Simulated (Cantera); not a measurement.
# Equilibrium for carbon deposition, reforming and gasification: C6H6 + CO2 + H2

Feed: 1 mol C6H6, 2.6 mol CO2, 4 mol H2, equilibrated at 3800000 Pa.

Equilibrium computed with Cantera from the NASA thermochemical tables; the gas is ideal and each condensed phase is pure. Candidate condensed phases: C, C6H6, C7H8, C8H18, H2O; 110 gas species. The ideal-gas law is rough above about 30 bar. The numbers say what is thermodynamically allowed, not how fast it happens.

| T (°C) | x H2 | x CO | x CH4 | x H2O | x CO2 | x C2H2 (acetylene) | x H | n C(graphite) |
|---|---|---|---|---|---|---|---|---|
| 1175 | 0.520 | 0.418 | 0.0343 | 0.0209 | 0.00709 | 2.47e-6 | 1.08e-6 | 3.33 |
| 1225 | 0.530 | 0.422 | 0.0277 | 0.0148 | 0.00458 | 4.67e-6 | 2.03e-6 | 3.30 |
| 1275 | 0.539 | 0.425 | 0.0226 | 0.0107 | 0.00302 | 8.45e-6 | 3.67e-6 | 3.29 |
| 1325 | 0.545 | 0.426 | 0.0186 | 0.00782 | 0.00204 | 1.47e-5 | 6.37e-6 | 3.30 |
| 1375 | 0.550 | 0.427 | 0.0154 | 0.00581 | 0.00141 | 2.46e-5 | 1.07e-5 | 3.30 |
| 1425 | 0.554 | 0.428 | 0.0129 | 0.00439 | 0.000995 | 3.99e-5 | 1.75e-5 | 3.31 |
| 1475 | 0.557 | 0.428 | 0.0108 | 0.00337 | 0.000716 | 6.29e-5 | 2.77e-5 | 3.32 |
| 1525 | 0.560 | 0.428 | 0.00922 | 0.00262 | 0.000525 | 9.65e-5 | 4.27e-5 | 3.32 |
| 1575 | 0.562 | 0.428 | 0.00789 | 0.00206 | 0.000392 | 0.000145 | 6.45e-5 | 3.33 |
| 1625 | 0.563 | 0.428 | 0.00681 | 0.00165 | 0.000298 | 0.000212 | 9.52e-5 | 3.33 |
| 1675 | 0.564 | 0.428 | 0.00592 | 0.00133 | 0.000229 | 0.000304 | 0.000138 | 3.34 |
| 1725 | 0.565 | 0.428 | 0.00518 | 0.00108 | 0.000179 | 0.000429 | 0.000196 | 3.34 |
x: gas mole fraction; n: condensed amount in mol.

From 1175 °C to 1725 °C the condensed part is C(graphite). The main C-bearing gas is CO throughout.
